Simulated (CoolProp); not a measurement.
c-C4F8 (RC318) along the isobar 10.9 MPa: Z from the reference equation and from simpler models built on Tc = 115.2 °C, pc = 2.778 MPa, ω = 0.355; each cubic takes its own stable root.

Model: reference Helmholtz-energy equation of state, Platzer 1990, in CoolProp. This equation is an older, rougher fit; its heat capacities, sound speeds and derivatives of the liquid may be far off and weren't checked against measurements.

```csv
T (°C),phase,reference
23.95,liquid,0.5646
36.65,liquid,0.5563
49.45,liquid,0.5499
62.15,liquid,0.5454
74.95,liquid,0.5429
87.65,liquid,0.5425
100.45,liquid,0.5444
113.15,liquid,0.5488
125.95,supercritical,0.5561
138.65,supercritical,0.5666
151.45,supercritical,0.5808
164.15,supercritical,0.5987
176.95,supercritical,0.6206
```

Task: How far does each simpler model (van der Waals, Soave-Redlich-Kwong) lie from the reference over these 13 states: mean and median of the absolute difference, and the worst?

Result: 
- van der Waals: mean 35.4 %, median 37.5 %, worst +49.0 % at 23.95 °C and 10.9 MPa
- Soave-Redlich-Kwong: mean 5.8 %, median 5.3 %, worst +8.5 % at 176.95 °C and 10.9 MPa
